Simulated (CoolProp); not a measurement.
Vapour-liquid equilibrium of ethanol (1) + acetone (2) at 25.9 bar; x and y are mole fractions of (1).

Computed with CoolProp (multi-fluid Helmholtz-energy mixture model, Schroeder 2014 and Lemmon 2006; pair parameters Bell 2016).

```
x      bubble temperature (K)  y at the bubble point  dew temperature at overall composition x (K)  liquid density (mol/L)
-----  ----------------------  ---------------------  --------------------------------------------  ----------------------
0.05                    467.8                  0.062                                         468.0                   9.189
0.125                   466.0                      …                                         466.4                       …
0.2                     464.6                  0.227                                         465.1                   9.606
0.275                   463.6                  0.301                                             …                       …
0.35                    462.9                  0.372                                         463.1                   10.05
0.425                   462.4                  0.439                                         462.5                       …
0.5                     462.2                  0.505                                         462.2                   10.52
0.575                   462.2                  0.571                                         462.2                   10.78
0.65                    462.3                  0.638                                         462.4                   11.04
0.725                   462.7                  0.706                                         462.9                   11.32
0.8                     463.3                  0.779                                         463.6                   11.60
0.875                   464.2                  0.856                                         464.4                   11.89
0.95                    465.2                  0.940                                         465.4                       …
```

### Question
Fill in the missing entries.

### Answer

- 0.125, y at the bubble point: 0.148
- 0.125, liquid density (mol/L): 9.396
- 0.275, dew temperature at overall composition x (K): 463.9
- 0.275, liquid density (mol/L): 9.822
- 0.425, liquid density (mol/L): 10.28
- 0.95, liquid density (mol/L): 12.19

y crosses x between x = 0.5 and 0.575: the model has an azeotrope there.

Pair parameters are fitted to limited data, so mixtures are less certain than the pure fluids.
